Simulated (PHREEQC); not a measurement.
Solution (20 °C): 0.85 mol NaOH and 0.0023 mol Na2B4O7 per kg of water. Closed to the air; pH follows from the charge balance.

All values are PHREEQC results (Pitzer model, pitzer.dat), not measurements.

```csv
quantity,before,after
pH,13.94,14.30
B(OH)3 (mol/kgw),1.13e-7,4.91e-8
```

Task: What was changed between the two runs?
A. NaOH from 0.85 to 0.17 mol/kgw
B. temperature from 20 to 80 °C
C. temperature from 20 to 10 °C
D. diluted 10-fold with water
E. temperature from 20 to 30 °C

Result: C, temperature from 20 to 10 °C

Precipitation was switched off in this run. Away from 25 °C the constants follow the database's enthalpies or fits; those with neither stay at their 25 °C values.
